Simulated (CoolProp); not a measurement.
Saturated liquid density (kg/m³) of hydrogen chloride: the reference equation beside estimates from Tc = 324.7 K, pc = 8.314 MPa, ω = 0.130. Rackett uses Z = 0.29056 − 0.08775 ω.

Computed with CoolProp (reference Helmholtz-energy equation of state, Thol 2018).

```
T (K)  reference  Rackett  van der Waals  Redlich-Kwong  Soave-Redlich-Kwong  Peng-Robinson
-----  ---------  -------  -------------  -------------  -------------------  -------------
197         1163     1069          688.9           1013                 1023           1156
204.4       1144     1051          677.9          994.2                 1005           1136
211.9       1124     1033          666.2          973.9                986.3           1116
219.3       1104     1014          654.3          952.9                966.5           1094
226.8       1083        …          641.7          930.6                945.3           1070
234.2       1061    975.2          628.7          907.5                923.1           1046
241.7       1038    954.3          615.0          882.9                899.3           1020
249.2       1014    932.5          600.5          856.9                874.0          991.2
256.6      989.2    910.0          585.4              …                847.4          961.3
264.1      962.4        …          569.2          800.5                818.5          928.6
271.5      934.3    860.8          552.1          769.7                787.8          893.6
279        903.6    833.4          533.4          736.1                754.0          854.8
286.4      870.4    804.0          513.4          700.2                717.6          812.7
293.9      832.9    771.1          491.0          660.1                676.5          765.0
301.3      790.4    734.1          465.9          615.7                630.7          711.4
```

Some entries are withheld; supply them.


- 226.8, Rackett: 995.0
- 256.6, Redlich-Kwong: 829.8
- 264.1, Rackett: 886.0

Absolute difference from the reference over all 15 rows, mean and median: Rackett 7.9 and 8.0 %, van der Waals 40.8 and 40.8 %, Redlich-Kwong 16.2 and 15.5 %, Soave-Redlich-Kwong 14.7 and 13.8 %, Peng-Robinson 3.4 and 2.2 %.
